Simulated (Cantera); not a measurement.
What does this Cantera script print?

```python
import numpy as np
import cantera as ct

gas_names = """
    CL2 Fe2CL6 O2
""".split()
cond_names = """
    FeO(s) FeO(L)
""".split()


def load(file, names, dense=False):
    # The tables refer to 1 bar. Condensed volumes are neglected.
    table = {s.name: s for s in ct.Species.list_from_file(file)}
    out = []
    for n in names:
        d = dict(table[n].input_data)
        d["thermo"] = dict(d["thermo"], **{"reference-pressure": 1e5})
        if dense:
            d["equation-of-state"] = {"model": "constant-volume", "density": "1e6 g/cm^3"}
        out.append(ct.Species.from_dict(d))
    return out


species = {s.name: s for s in load("nasa_gas.yaml", gas_names) + load("nasa_condensed.yaml", cond_names)}
# Each term lists the table entries of one substance; the one whose range holds T is used.
reactions = {
    '3 Cl2(g) + 2 FeO = Fe2Cl6(g) + O2(g)':
        [(-3, ['CL2']), (-2, ['FeO(s)', 'FeO(L)']), (1, ['Fe2CL6']), (1, ['O2'])],
}


def pick(names, T):
    return next(species[n] for n in names if species[n].thermo.min_temp <= T <= species[n].thermo.max_temp)


results = []
for label, terms in reactions.items():
    print(label)
    print("     T/K   dH/kJ  dS/(J/K)   dG/kJ   log10 K")
    for T in [1623, 1773, 1923, 2073, 2223, 2373, 2523, 2673, 2823]:
        used = [(nu, pick(names, T)) for nu, names in terms]
        dH = sum(nu * s.thermo.h(T) for nu, s in used) / 1e6
        dS = sum(nu * s.thermo.s(T) for nu, s in used) / 1e3
        dG = dH - T * dS / 1e3
        logK = -dG * 1e6 / (ct.gas_constant * T * np.log(10))
        results.append((label, T, dH, dS, dG, logK, [s.name for _, s in used]))
        print(f"{T:8g} {dH:8.1f} {dS:8.1f} {dG:8.1f} {logK:8.2f}")
```

Result:

```
3 Cl2(g) + 2 FeO = Fe2Cl6(g) + O2(g)
     T/K   dH/kJ  dS/(J/K)   dG/kJ   log10 K
    1623   -126.9    -64.4    -22.4     0.72
    1773   -179.3    -96.1     -8.9     0.26
    1923   -184.0    -98.6      5.7    -0.15
    2073   -188.7   -101.0     20.6    -0.52
    2223   -193.5   -103.2     36.0    -0.85
    2373   -198.4   -105.4     51.6    -1.14
    2523   -203.4   -107.4     67.6    -1.40
    2673   -208.6   -109.4     83.8    -1.64
    2823   -213.9   -111.3    100.4    -1.86
```

Standard-state values (1 bar) from the NASA 1993 polynomials, evaluated with Cantera. FeO: taken at fixed stoichiometry. Condensed species are held in their standard states even where they would react or evaporate.
